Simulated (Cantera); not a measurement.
Charge: 1 mol Si, 0.011 mol N₂O, 170 mol N₂, 0.12 mol O₂, equilibrated at 0.100 bar.

Equilibrium computed with Cantera from the NASA thermochemical tables; the gas is ideal and each condensed phase is pure. Candidate condensed phases: Si, SiO₂, Si₂N₂O, Si₃N₄; 16 gas species. Mutual solubility and eutectic melting of coexisting phases are not modelled. The tables' values for SiN are old estimates; treat these amounts as uncertain. Equilibrium is a limit: real reactors are often held back by kinetics, nucleation or transport.

x: gas mole fraction; n: condensed amount in mol.

```csv
T (°C),x N₂,x SiO,x Si,x Si₂N,x SiN,n Si₂N₂O(s),n Si₃N₄(s),n Si(l)
752,1.00,<1e-12,<1e-12,<1e-12,<1e-12,0.251,0.166,0
852,1.00,<1e-12,<1e-12,<1e-12,<1e-12,0.251,0.166,0
952,1.00,1.97e-11,<1e-12,<1e-12,<1e-12,0.251,0.166,0
1052,1.00,1.46e-9,<1e-12,<1e-12,<1e-12,0.251,0.166,0
1152,1.00,?,?,<1e-12,1.97e-11,0.251,0.166,0
1252,1.000,1.44e-6,1.58e-9,7.52e-12,5.80e-10,0.251,0.166,0
1352,1.000,?,?,?,1.11e-8,0.247,0.167,0
1452,1.000,0.000277,8.57e-7,2.24e-8,1.51e-7,0.204,0.182,0
1552,0.999,0.00148,1.18e-5,6.21e-7,1.53e-6,0,0.249,0
1652,0.998,0.00148,0.000123,1.21e-5,1.21e-5,0,0.241,0
1752,0.998,0.00147,0.000582,5.79e-5,4.51e-5,0,0,0.620
```

Q: Some entries are withheld; supply them.

A: 
- 1352, x SiO: 2.36e-5
- 1352, x Si: 4.49e-8
- 1352, x Si₂N: 5.28e-10
- 1152, x SiO: 5.88e-8
- 1152, x Si: 3.47e-11
